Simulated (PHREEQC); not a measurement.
1 kg of water holding 0.069 mol SrCl2, 0.0056 mol NaCl, 0.015 mol MgCl2 and 0.42 mol KCl is evaporated at 25 °C; the solids stay in contact with the brine. No CO2 enters from the air. Solids allowed: Bischofite, Brucite, Carnallite, Halite, Sylvite, MgCl2_4H2O. Others were left out.

The series has 20 steps of water left (kg), from 1 to 0.02407.

All values are PHREEQC results (Pitzer model, pitzer.dat), not measurements.

Task: Which solids form, in which order, and at which step of the series does each first stand?

Result: Sylvite from water left = 0.09502 kg.
